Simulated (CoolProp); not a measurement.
Vapour-liquid equilibrium of n-hexane (1) + ethylbenzene (2) at 313.8 K; x and y are mole fractions of (1).

Computed with CoolProp (multi-fluid Helmholtz-energy mixture model, Thol 2019 and Zhou 2012; pair parameters Bell 2016).

| x | bubble pressure, mixture model (kPa) | bubble pressure, Raoult's law (kPa) | y, mixture model | y, Raoult's law |
|---|---|---|---|---|
| 0.05 | 5.615 | 4.733 | 0.495 | 0.404 |
| 0.15 | 10.29 | 8.258 | 0.750 | 0.694 |
| 0.25 | 14.34 | 11.78 | 0.838 | 0.811 |
| 0.35 | 17.93 | 15.31 | 0.884 | 0.874 |
| 0.45 | 21.20 | 18.83 | 0.914 | 0.913 |
| 0.55 | 24.28 | 22.35 | 0.936 | 0.940 |
| 0.65 | 27.27 | 25.88 | 0.953 | 0.960 |
| 0.75 | 30.25 | 29.40 | 0.968 | 0.975 |
| 0.85 | 33.31 | 32.93 | 0.981 | 0.986 |
| 0.95 | 36.53 | 36.45 | 0.994 | 0.996 |

The largest gap from Raoult's law is +24.6 % in bubble pressure, at x = 0.15. No azeotrope shows between x = 0.05 and 0.95.

Pair parameters are fitted to limited data, so mixtures are less certain than the pure fluids.
